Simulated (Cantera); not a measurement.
A perfectly stirred reactor is fed with CH4 : C2H6 : O2 : N2 = 1 : 1.4 : 17.2 : 64.9 (molar parts), equivalence ratio 0.40, at 4.54 atm; it is adiabatic with a 525 K inlet, and is followed from long to short residence time, starting on the burning branch (τ in s: 0.14, 0.055, 0.022, 0.0088, 0.0035, 0.0014, 0.00056, 0.00022, 9e-05).

Cantera simulation using GRI-Mech 3.0 (53 species, 325 reactions); the numbers are that mechanism's predictions, not measurements.

x: mole fraction; the columns are a selection and need not sum to one.

| τ (s) | T (K) | x CH4 | x C2H6 | x O2 | x C2H4 | x CH3 |
|---|---|---|---|---|---|---|
| 0.14 | 1478 | 5.11e-6 | 1.82e-6 | 0.121 | 6.50e-6 | … |
| 0.055 | 1476 | 9.94e-6 | 3.59e-6 | 0.121 | 1.22e-5 | … |
| 0.022 | 1472 | 1.96e-5 | 7.13e-6 | 0.121 | 2.25e-5 | … |
| 0.0088 | 1462 | 4.12e-5 | 1.49e-5 | 0.122 | 4.25e-5 | … |
| 0.0035 | 1436 | 0.000111 | 3.90e-5 | 0.124 | 9.57e-5 | … |
| 0.0014 | 525 | 0.0118 | 0.0166 | 0.204 | <1e-12 | <1e-12 |
| 0.00056 | 525 | 0.0118 | 0.0166 | 0.204 | <1e-12 | <1e-12 |
| 0.00022 | 525 | 0.0118 | 0.0166 | 0.204 | <1e-12 | <1e-12 |
| 9.0e-5 | 525 | 0.0118 | 0.0166 | 0.204 | <1e-12 | <1e-12 |

Question: Complete the blanks.

Answer: 
- 0.14, x CH3: 6.61e-7
- 0.055, x CH3: 1.32e-6
- 0.022, x CH3: 2.62e-6
- 0.0088, x CH3: 5.32e-6
- 0.0035, x CH3: 1.21e-5
